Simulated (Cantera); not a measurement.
A closed system holds: 1 mol SiCl4, 78 mol N2, equilibrated at 5.00 mbar.

These are equilibrium values from Cantera (NASA tables, ideal gas, pure condensed phases), not measurements of a reactor. Candidate condensed phases: Si, Si3N4; 13 gas species. The tables' values for SiCl3 are old estimates; treat these amounts as uncertain. The numbers say what is thermodynamically allowed, not how fast it happens. All values below are at 1550 K.

Base state: N2 0.983, SiCl4 0.00931, Cl 0.00451, SiCl3 0.00204, SiCl2 0.00125, Cl2 1.55e-5 (mole fractions); condensed: gas only.

Problem. What changes in the equilibrium state with this change: pressure from 5.00 mbar to 2.00 bar?

Solution. 
```csv
species,before,after
N2,0.983,0.987
SiCl4,0.00931,0.0125
SiCl3,0.00204,0.000178
Cl,0.00451,0.000173
SiCl2,0.00125,7.06e-6
Cl2,1.55e-5,9.19e-6
```

Problem. What changes in the equilibrium state with this change: 0.55 mol O2 added?

Solution. 
| species | before | after |
|---|---|---|
| N2 | 0.983 | 0.967 |
| Cl | 0.00451 | 0.0265 |
| SiCl4 | 0.00931 | 0.00536 |
| SiCl2 | 0.00125 | 2.08e-5 |
| Cl2 | 1.55e-5 | 0.000535 |
| SiCl3 | 0.00204 | 0.000200 |
| SiO2(β-quartz), mol | 0 | 0.550 |
The tables hold silica as quartz up to 1696 K and as liquid above; real silica turns to tridymite and cristobalite and melts near 1996 K. Further candidate phases: SiO2, Si2N2O.
